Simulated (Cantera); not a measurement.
An adiabatic, constant-volume homogeneous reactor starts with CO : H2 : CH4 : O2 : N2 = 1 : 1.3 : 0.38 : 1.59 : 5.98 (molar parts), equivalence ratio 1.2, at 1425 K and 0.670 bar. Integrator tolerance rtol = 1e-08.

Detailed kinetics in Cantera: GRI-Mech 3.0 (53 species, 325 reactions).

Task: What does this change do: CH4 0.38 to 0.85 parts?

Result: 
| quantity | before | after |
|---|---|---|
| time of steepest temperature rise | 64.3 µs | 0.201 ms |
| temperature at 0.100 s | 2895 K | 2852 K |
| equilibrium temperature | 2895 K | 2852 K |
| x(CO) at 0.100 s | 0.0848 (gas-phase equilibrium 0.0848) | 0.135 (gas-phase equilibrium 0.135) |
| x(H2) at 0.100 s | 0.0332 (gas-phase equilibrium 0.0332) | 0.0937 (gas-phase equilibrium 0.0937) |
| x(CH4) at 0.100 s | <1e-12 (gas-phase equilibrium <1e-12) | 1.19e-12 (gas-phase equilibrium 1.40e-12) |
| x(C2H2) at 0.100 s | <1e-12 (gas-phase equilibrium <1e-12) | <1e-12 (gas-phase equilibrium <1e-12) |
| x(HO2) at 0.100 s | 6.56e-6 (gas-phase equilibrium 6.56e-6) | 1.04e-6 (gas-phase equilibrium 1.04e-6) |
| x(C2H6) at 0.100 s | <1e-12 (gas-phase equilibrium <1e-12) | <1e-12 (gas-phase equilibrium <1e-12) |

Task: What does this change do: CO 1 to 1.6 parts?

Result: 
| quantity | before | after |
|---|---|---|
| time of steepest temperature rise | 64.3 µs | 66.8 µs |
| temperature at 0.100 s | 2895 K | 2900 K |
| equilibrium temperature | 2895 K | 2900 K |
| x(CO) at 0.100 s | 0.0848 (gas-phase equilibrium 0.0848) | 0.123 (gas-phase equilibrium 0.123) |
| x(H2) at 0.100 s | 0.0332 (gas-phase equilibrium 0.0332) | 0.0361 (gas-phase equilibrium 0.0361) |
| x(CH4) at 0.100 s | <1e-12 (gas-phase equilibrium <1e-12) | <1e-12 (gas-phase equilibrium <1e-12) |
| x(C2H2) at 0.100 s | <1e-12 (gas-phase equilibrium <1e-12) | <1e-12 (gas-phase equilibrium <1e-12) |
| x(HO2) at 0.100 s | 6.56e-6 (gas-phase equilibrium 6.56e-6) | 5.02e-6 (gas-phase equilibrium 5.02e-6) |
| x(C2H6) at 0.100 s | <1e-12 (gas-phase equilibrium <1e-12) | <1e-12 (gas-phase equilibrium <1e-12) |
